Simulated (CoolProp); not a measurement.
Properties of methanol along the isobar 55 bar.

Model: reference Helmholtz-energy equation of state, de Reuck 1993, in CoolProp.

```csv
T (°C),phase,density (kg/m³),cp (kJ/(kg K)),Joule-Thomson coefficient (K/MPa),isothermal compressibility (1/MPa),Prandtl number
-84.25,liquid,894.3,2.209,-0.4015,0.0005800,72.6
-43.95,liquid,855.2,2.254,-0.3865,0.0007681,21.1
-3.65,liquid,817.6,2.381,-0.3585,0.0009862,10.1
36.65,liquid,780.9,2.602,-0.3132,0.001270,6.19
76.95,liquid,742.7,2.916,-0.2459,0.001687,4.45
117.25,liquid,699.5,3.323,-0.1482,0.002423,3.53
157.55,liquid,645.5,3.875,0.01586,0.004110,2.95
197.85,liquid,565.6,4.924,0.4337,0.01068,2.58
238.25,gas,59.99,5.010,11.09,0.2990,1.49
```

Viscosity comes from a separate model (Xiang 2006). Thermal conductivity comes from a separate model (Sykioti 2013).
